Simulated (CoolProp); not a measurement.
A Linde-Hampson liquefier for normal hydrogen: isothermal reversible compression at 300 K from 1 atm to 20 MPa, throttling to 1 atm, return gas leaving the recuperator 2 K below the feed. Each further row changes one setting.

The numbers come from the reference Helmholtz-energy equation of state, Leachman 2009 in CoolProp.

```csv
case,compression work (kJ/kg of gas)
as stated,6690
high pressure 40 MPa,7700
warm-end temperature 330 K,7340
warm-end gap 7 K,6690
```
